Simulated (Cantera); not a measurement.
A freely propagating, adiabatic, planar premixed flame of 29.2 % H₂, 14.9 % O₂, 56.0 % N₂, equivalence ratio 0.98, unburnt at 625 K and 7500 Torr; multicomponent transport, grid criteria slope 0.08 and curve 0.16, no radiation.

Model: the H2/O2 subset of GRI-Mech 3.0, which has no nitrogen chemistry, integrated in Cantera. The hydrogen kinetics of GRI-Mech 3.0 are dated; newer H2 mechanisms differ, most at raised pressure. Burning velocities carry a grid error of a few per cent, more on coarse grids.

x: mole fraction of selected species; z is measured from the peak of heat release.

```
z (mm)    T (K)  u (m/s)    x H₂    x O₂    x H₂O₂      x H    x H₂O     x OH
--------  -----  -------  ------  ------  --------  -------  -------  -------
-0.0765     625     6.32   0.292   0.149     <1e-8    <1e-8    <1e-8    <1e-8
-0.0510     625     6.32   0.291   0.149     <1e-8    <1e-8      [?]    <1e-8
-0.0382     625     6.32   0.291   0.149     <1e-8    <1e-8  2.48e-6    <1e-8
-0.0255     627     6.31   0.289   0.149   2.61e-7    <1e-8  5.09e-5    <1e-8
-0.0127     687     6.75   0.266   0.152   3.16e-5  3.80e-5  0.00403  3.84e-5
-0.00637    997     9.42   0.216   0.142  0.000129  0.00211   0.0383  0.00108
0          1478     13.5   0.139   0.105   3.20e-5   0.0122    0.121  0.00392
0.00637     [?]     16.5     [?]     [?]       [?]   0.0212      [?]      [?]
0.0127     2011     18.1  0.0502  0.0375   3.89e-6   0.0219    0.241   0.0144
0.0255     2202     19.7  0.0359  0.0238   2.58e-6   0.0162    0.267   0.0175
0.0510     2363     20.9  0.0285  0.0180   1.83e-6  0.00936    0.284   0.0165
0.102      2483     21.8  0.0215  0.0142   1.37e-6  0.00491    0.299   0.0140
0.204      2560     22.4  0.0156  0.0114   1.07e-6  0.00262    0.309   0.0115
```

Some entries are withheld; supply them.


- -0.0510, x H₂O: 3.59e-7
- 0.00637, T (K): 1821
- 0.00637, x H₂: 0.0775
- 0.00637, x O₂: 0.0609
- 0.00637, x H₂O₂: 5.76e-6
- 0.00637, x H₂O: 0.201
- 0.00637, x OH: 0.00956
